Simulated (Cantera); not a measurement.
A closed system holds: 1 mol Si2H6, 5.8 mol N2O, 2.4 mol N2, 2 mol H2O, equilibrated at 500 K and 0.00220 bar.

Cantera equilibrium calculation (NASA polynomials, part measured and part estimated; ideal gas, pure solids and liquids). Candidate condensed phases: H2O, Si, SiO2, Si2N2O, Si3N4; 35 gas species. The feed counts by its element totals alone. The numbers say what is thermodynamically allowed, not how fast it happens.

Question: What is the equilibrium state?

Answer: 
```
Quantity                             Result
--------------------------------  ---------
x(N2)                                 0.621
x(H2O)                                0.288
x(H2)                                0.0909
x(NH3)                              1.51e-5
n(SiO2(α-quartz))                  2.00 mol
gas amount                        13.20 mol
log10 activity of Si(s) (absent)     -40.85
```
